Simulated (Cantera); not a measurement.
# Abatement and gas-phase synthesis: NH₃ + O₂

Feed: 1 mol NH₃, 0.043 mol O₂, equilibrated at 13300 Pa.

Cantera equilibrium calculation (NASA polynomials, part measured and part estimated; ideal gas, pure solids and liquids). Candidate condensed phases: H₂O; 24 gas species. Rates play no part.

| T (K) | x H₂ | x N₂ | x H | x H₂O | x OH | x O |
|---|---|---|---|---|---|---|
| 1473 | 0.707 | 0.250 | 2.91e-5 | 0.0430 | 4.61e-8 | 1.67e-12 |
| 1573 | 0.707 | 0.250 | 9.36e-5 | 0.0430 | 2.06e-7 | 2.29e-11 |
| 1673 | 0.707 | 0.250 | 0.000262 | 0.0430 | 7.67e-7 | 2.30e-10 |
| 1773 | 0.706 | 0.250 | 0.000655 | 0.0430 | 2.47e-6 | 1.79e-9 |
| 1873 | 0.706 | 0.250 | 0.00148 | 0.0430 | 7.02e-6 | 1.12e-8 |
| 1973 | 0.704 | 0.250 | 0.00310 | 0.0429 | 1.79e-5 | 5.81e-8 |
| 2073 | 0.702 | 0.249 | 0.00603 | 0.0428 | 4.19e-5 | 2.58e-7 |
| 2173 | 0.698 | 0.249 | 0.0110 | 0.0427 | 9.04e-5 | 1.00e-6 |
| 2273 | 0.691 | 0.248 | 0.0191 | 0.0424 | 0.000182 | 3.46e-6 |
| 2373 | 0.680 | 0.246 | 0.0315 | 0.0419 | 0.000346 | 1.08e-5 |
| 2473 | 0.665 | 0.244 | 0.0498 | 0.0412 | 0.000620 | 3.07e-5 |
| 2573 | 0.643 | 0.240 | 0.0754 | 0.0402 | 0.00106 | 8.08e-5 |
| 2673 | 0.614 | 0.236 | 0.110 | 0.0386 | 0.00172 | 0.000198 |
x: gas mole fraction; nothing condenses.

From 1473 K to 2673 K nothing is condensed.
